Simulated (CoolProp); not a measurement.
Values from CoolProp's reference Helmholtz-energy equation of state, Thol 2017.

Task: Give the vapour pressure (bar), vapour density (kg/m³), enthalpy of vaporisation (kJ/kg), liquid cp (kJ/(kg K)) of saturated octamethyltrisiloxane (MDM) at 161.95 °C.

Result: 
| T (°C) | p (bar) | vapour density (kg/m³) | enthalpy of vaporisation (kJ/kg) | liquid cp (kJ/(kg K)) |
|---|---|---|---|---|
| 161.95 | 1.29 | 9.25 | 148 | 2.14 |
